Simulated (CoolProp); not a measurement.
Aqueous ethylene glycol as a coolant, at 2 °C, 1 atm.

Values from CoolProp's Melinder's fits for secondary coolants.

```
mass %  freezing point (°C)  viscosity (mPa s)  Prandtl number  cp (kJ/(kg K))  density (kg/m³)
------  -------------------  -----------------  --------------  --------------  ---------------
1.8                    -0.6               1.74            13.0           4.175             1002
10.1                   -3.4               2.20            16.9           4.036             1014
18.4                   -7.1               2.82            22.2           3.894             1026
26.7                  -12.1               3.61            29.3           3.733             1039
35                    -18.8               4.61            38.2           3.555             1052
43.3                  -27.5               5.92            49.8           3.368             1064
51.6                  -38.2               7.64            65.1           3.177             1076
59.8                  -50.9               9.84            84.2           2.985             1087
```
